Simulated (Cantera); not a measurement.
Sublimation and decomposition of ceramics: BN + N2

Feed: 1 mol BN, 3.1 mol N2, at 2298 K and 1.20 mbar.

These are equilibrium values from Cantera (NASA tables, ideal gas, pure condensed phases), not measurements of a reactor. Candidate condensed phases: B, BN; 5 gas species. The numbers say what is thermodynamically allowed, not how fast it happens.

The x(N2) is 0.992. The x(B) is 0.00824 and the x(BN) comes out as 0.000158. The x(N) is 1.10e-6 and the n(B(s)) comes out as 0.970 mol. The gas amount comes out as 3.630 mol.
